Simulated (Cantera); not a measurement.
Feed: 1 mol PH₃, 1.1 mol O₂, equilibrated at 1550 K and 1130 Torr.

Cantera equilibrium calculation (NASA polynomials, part measured and part estimated; ideal gas, pure solids and liquids). Candidate condensed phases: H₂O, P, P₄O₁₀; 17 gas species. Gases not in the tables: HPO₂, HPO₃ and P₄O₆. Kinetics and transport are ignored.

Base state: H₂O 0.456, H₂ 0.321, P₂ 0.0954, P₄O₁₀ 0.0574, PO₂ 0.0479, PO 0.0134, P₄ 0.00903, PH₃ 4.82e-5 (mole fractions); condensed: gas only.

Problem. What changes in the equilibrium state with this change: temperature from 1550 K to 2623 K?

Solution. 
| species | before | after |
|---|---|---|
| H₂O | 0.456 | 0.292 |
| H₂ | 0.321 | 0.291 |
| PO | 0.0134 | 0.203 |
| PO₂ | 0.0479 | 0.186 |
| P₄O₁₀ | 0.0574 | <1e-9 |
| H | 1.46e-5 | 0.0186 |
| P₂ | 0.0954 | 0.00323 |
| P₄ | 0.00903 | 1.09e-8 |
| O | <1e-9 | 0.000182 |

Problem. What changes in the equilibrium state with this change: O₂ from 1.1 to 3.3 mol?

Solution. 
```csv
species,before,after
H₂O,0.456,0.492
O₂,<1e-9,0.426
P₄O₁₀,0.0574,0.0819
H₂,0.321,2.22e-6
P₂,0.0954,<1e-9
PO,0.0134,<1e-9
PO₂,0.0479,0.000133
P₄,0.00903,<1e-9
PH₃,4.82e-5,<1e-9
OH,6.96e-7,0.000285
```
